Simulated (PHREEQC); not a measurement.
Dissolve 18 mmol/kgw KHSO4 at 25 °C. Closed to the air; pH follows from the charge balance.

Equilibrium calculation in PHREEQC: ion-association model, phreeqc.dat.

The ionic strength comes out as 0.0400 mol/kgw. What activity coefficients do SO4-2, KSO4-, H+, K+, HSO4- get?

SO4-2 0.49, KSO4- 0.84, H+ 0.86, K+ 0.83, HSO4- 0.83.

No solid was allowed to form. Complexes and solids missing from the database can't appear.
